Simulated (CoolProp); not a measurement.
Vapour-liquid equilibrium of R152A (1) + isobutene (2) at 282.8 K; x and y are mole fractions of (1).

Computed with CoolProp (multi-fluid Helmholtz-energy mixture model, Outcalt 1996 and Lemmon 2005; pair parameters Bell 2016).

```
x     bubble pressure (bar)  y at the bubble point  dew pressure at overall composition x (bar)  liquid density (mol/L)
----  ---------------------  ---------------------  -------------------------------------------  ----------------------
0.05                  2.193                  0.182                                        1.944                   10.92
0.2                   2.878                  0.444                                        2.232                   11.25
0.35                  3.276                  0.567                                        2.601                   11.62
0.5                   3.523                  0.650                                        3.058                   12.06
0.65                  3.682                  0.726                                        3.522                   12.58
0.8                   3.765                  0.814                                        3.759                   13.19
0.95                  3.736                  0.941                                        3.729                   13.92
```

y crosses x between x = 0.8 and 0.95: the model has an azeotrope there.

Pair parameters are fitted to limited data, so mixtures are less certain than the pure fluids.
